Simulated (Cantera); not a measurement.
# Thermodynamics of silicon etching in halogen gases, feed Si + Cl₂ + N₂

Input: 1 mol Si, 4.7 mol Cl₂, a varied amount of N₂, held at 773 K and 1.00 bar.

Cantera equilibrium calculation (NASA polynomials, part measured and part estimated; ideal gas, pure solids and liquids). Candidate condensed phases: Si, Si₃N₄; 13 gas species. The numbers say what is thermodynamically allowed, not how fast it happens.

From 5.1 mol N₂ to 62 mol N₂ nothing is condensed. The main Si-bearing gas is SiCl₄ throughout.

| n(N₂) (mol) | x N₂ | x Cl₂ | x SiCl₄ | x Cl |
|---|---|---|---|---|
| 5.1 | 0.580 | 0.307 | 0.114 | 2.71e-6 |
| 13 | 0.778 | 0.162 | 0.0599 | 1.97e-6 |
| 21 | 0.850 | 0.109 | 0.0405 | 1.62e-6 |
| 29 | 0.887 | 0.0826 | 0.0306 | 1.40e-6 |
| 37 | 0.909 | 0.0663 | 0.0246 | 1.26e-6 |
| 45 | 0.924 | 0.0554 | 0.0205 | 1.15e-6 |
| 54 | 0.936 | 0.0468 | 0.0173 | 1.06e-6 |
| 62 | 0.944 | 0.0411 | 0.0152 | 9.91e-7 |
x: gas mole fraction; nothing condenses.
